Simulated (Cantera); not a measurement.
## Al + HCl + N2 (aluminium nitride and oxide growth)

Feed: 1 mol Al, a varied amount of HCl, 780 mol N2, at 727 °C and 0.440 bar.

Method: chemical equilibrium by Gibbs-energy minimisation in Cantera with the NASA 1993 tables (ideal gas, pure condensed phases). Candidate condensed phases: Al, AlCl3, AlN, NH4Cl; 20 gas species. Rates play no part.

```
n(HCl) (mol)  log p N2  log p HCl  log p H2  log p AlCl3  log p Al2Cl6  n AlN(s)
------------  --------  ---------  --------  -----------  ------------  --------
0.68             -0.36      -3.77     -3.97        -4.15         -9.30     0.874
0.94             -0.36      -3.64     -3.82        -4.00         -9.00     0.821
1.3              -0.36      -3.52     -3.67        -3.85         -8.69     0.747
1.8              -0.36      -3.39     -3.52        -3.69         -8.39     0.641
2.5              -0.36      -3.26     -3.37        -3.54         -8.09     0.489
3.4              -0.36      -3.15     -3.22        -3.40         -7.80     0.291
4.7              -0.36      -3.02     -3.07        -3.25         -7.50         0
6.5              -0.36      -2.71     -3.08        -3.25         -7.51         0
```
log p: log10 of the partial pressure in bar; n: condensed amount in mol.

From 0.68 mol HCl to 3.4 mol HCl the condensed part is AlN(s). From 4.7 mol HCl to 6.5 mol HCl nothing is condensed. The main Al-bearing gas is AlCl3 throughout.
